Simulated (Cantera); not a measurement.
Input (Python, Cantera) and output of one run.

```python
import numpy as np
import cantera as ct

gas_names = """
    CL CL2 H HCL H2 Si SiCL SiCL2 SiCL3 SiCL4 SiH SiHCL3 SiH2 SiH2CL2 SiH3 SiH3CL SiH4 Si2 Si3
""".split()
cond_names = """
    Si(cr) Si(L)
""".split()


# ... load() reads the species with a 1 bar reference pressure and builds the phases ...
atoms = {
    'Si': {'Si': 1},
    'Cl2': {'CL': 2},
    'H2': {'H': 2},
}
top_T = {}  # K; cautious upper limits of use, not melting points


# ... equilibrate(T, P, feed) seeds the gas with the atoms and calls Mixture.equilibrate('TP', solver="vcs", rtol=1e-11, max_steps=5000) ...
results = []
feed = {'Si': 1, 'Cl2': 0.58, 'H2': 9.3}  # mol
P = 190000  # Pa
for T in [1098, 1148, 1198, 1248, 1298, 1348, 1398]:
    mix = equilibrate(T, P, feed)
    results.append((T, P, feed, dict(zip(mix.species_names, mix.species_moles))))

top = {s: max(r[3][s] / sum(r[3][g] for g in gas_names) for r in results) for s in gas_names}
cols = sorted((s for s in top if top[s] > 0.0001), key=lambda s: -top[s])[:6]
seen = [c for c in cond_names if any(r[3].get(c, 0) > 1e-12 for r in results)]
print("log10 of partial pressures in bar; condensed amounts in mol")
print(f"{'T/K':>10s}" + "".join(f"{s[:9]:>10s}" for s in cols + seen))
for T, P, feed, n in results:
    ng = sum(n[g] for g in gas_names)
    print(f"{T:10.4g}" + "".join(f"{np.log10(max(n[s] / ng * P / 1e5, 1e-99)):10.3f}" for s in cols)
          + "".join(f"{n.get(c, 0):10.4g}" for c in seen))
```

Result:

```
log10 of partial pressures in bar; condensed amounts in mol
       T/K        H2       HCL    SiHCL3     SiCL4     SiCL2     SiCL3    Si(cr)
      1098     0.259    -1.603    -1.546    -1.570    -3.156    -2.937    0.6929
      1148     0.257    -1.466    -1.576    -1.601    -2.847    -2.745    0.7044
      1198     0.255    -1.345    -1.614    -1.644    -2.572    -2.581    0.7173
      1248     0.253    -1.239    -1.665    -1.703    -2.330    -2.446    0.7307
      1298     0.250    -1.147    -1.731    -1.783    -2.120    -2.340    0.7438
      1348     0.247    -1.071    -1.816    -1.888    -1.942    -2.265    0.7555
      1398     0.245    -1.010    -1.922    -2.023    -1.795    -2.224    0.7649
```

Cantera equilibrium calculation (NASA polynomials, part measured and part estimated; ideal gas, pure solids and liquids). The tables' values for SiCl3 are old estimates; treat these amounts as uncertain.
